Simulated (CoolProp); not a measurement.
The numbers come from the reference Helmholtz-energy equation of state, Lemmon 2005 in CoolProp.

Q: Give the vapour pressure (MPa), liquid density (kg/m³), vapour density (kg/m³) of saturated R125 at 272.3, 300.2 K.

A: 
| T (K) | p (MPa) | liquid density (kg/m³) | vapour density (kg/m³) |
|---|---|---|---|
| 272.3 | 0.653 | 1320 | 40.9 |
| 300.2 | 1.45 | 1180 | 96.3 |
